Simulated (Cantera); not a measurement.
# Stirred combustor or abatement burner

A perfectly stirred reactor is fed with 2.37 % CH4, 0.569 % C2H6, 14.3 % O2, 80.6 % N2, 2.18 % H2O, at 1.00 atm; it is adiabatic with a 625 K inlet, and is followed from long to short residence time, starting on the burning branch (τ in s: 0.048, 0.018, 0.0065, 0.0024, 0.0009, 0.00033, 0.00012, 4.6e-05, 1.7e-05).

Model: GRI-Mech 3.0 (53 species, 325 reactions), integrated in Cantera.

| τ (s) | T (K) | x CH4 | x C2H6 | x O2 | x C2H2 | x OH | x H2O2 |
|---|---|---|---|---|---|---|---|
| 0.048 | 1402 | 4.05e-5 | 2.56e-6 | 0.0759 | 6.84e-7 | 0.000349 | 2.68e-7 |
| 0.018 | 1394 | 8.03e-5 | 5.00e-6 | 0.0764 | 7.68e-7 | 0.000446 | 4.13e-7 |
| 0.0065 | 1376 | 0.000177 | 1.07e-5 | 0.0774 | 8.34e-7 | 0.000535 | 6.56e-7 |
| 0.0024 | 1319 | 0.000616 | 3.65e-5 | 0.0811 | 1.26e-6 | 0.000421 | 1.38e-6 |
| 0.00090 | 625 | 0.0237 | 0.00569 | 0.143 | <1e-12 | <1e-12 | <1e-12 |
| 0.00033 | 625 | 0.0237 | 0.00569 | 0.143 | <1e-12 | <1e-12 | <1e-12 |
| 0.00012 | 625 | 0.0237 | 0.00569 | 0.143 | <1e-12 | <1e-12 | <1e-12 |
| 4.6e-5 | 625 | 0.0237 | 0.00569 | 0.143 | <1e-12 | <1e-12 | <1e-12 |
| 1.7e-5 | 625 | 0.0237 | 0.00569 | 0.143 | <1e-12 | <1e-12 | <1e-12 |
x: mole fraction; the columns are a selection and need not sum to one.
